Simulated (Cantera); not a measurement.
Input: 1 mol AlCl3, 4.2 mol N2, 0.69 mol O2, at 4.05 Torr.

These are equilibrium values from Cantera (NASA tables, ideal gas, pure condensed phases), not measurements of a reactor. Candidate condensed phases: Al, AlCl3, AlN, Al2O3; 24 gas species. Kinetics and transport are ignored. All values below are at 1400 °C.

Base state: N2 0.611, Cl 0.351, Cl2 0.0241, AlCl3 0.0124, O2 0.000507, NO 0.000113, ClO 1.17e-5, O 1.02e-5 (mole fractions); condensed: Al2O3(s).

Question: What changes in the equilibrium state with this change: N2 from 4.2 to 1.2 mol?

Answer: 
| species | before | after |
|---|---|---|
| Cl | 0.351 | 0.589 |
| N2 | 0.611 | 0.318 |
| Cl2 | 0.0241 | 0.0677 |
| AlCl3 | 0.0124 | 0.0236 |
| O2 | 0.000507 | 0.00170 |
| ClO | 1.17e-5 | 3.59e-5 |
| Al2O3(s), mol | 0.457 | 0.455 |

Question: What changes in the equilibrium state with this change: N2 from 4.2 to 17 mol?

Answer: 
```tsv
species	before	after
N2	0.611	0.860
Cl	0.351	0.132
AlCl3	0.0124	0.00413
Cl2	0.0241	0.00343
O2	0.000507	4.44e-5
ClO	1.17e-5	1.31e-6
Al2O3(s), mol	0.457	0.459
```
